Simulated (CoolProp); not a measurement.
A single-stage vapour-compression cycle with vinyl chloride: evaporating at 252.15 K (dew point), condensing at 317.15 K (bubble point), superheat 5 K, subcooling 5 K, compressor efficiency 0.8, no pressure losses. Each further row changes one setting.

Computed with CoolProp (reference Helmholtz-energy equation of state, Thol 2022).

```csv
case,cooling COP,pressure ratio,discharge temperature (K),refrigerating effect (kJ/kg),volumetric capacity (kJ/m³)
as stated,2.54,8.95,384.6,274,614
evaporating temperature 257.15 K,2.86,7.23,377.7,278,759
condensing temperature 312.15 K,2.80,7.84,376.5,282,632
subcooling 10 K,2.61,8.95,384.6,282,632
superheat 15 K,2.52,8.95,396.0,282,607
compressor efficiency 0.7,2.22,8.95,399.0,274,614
```
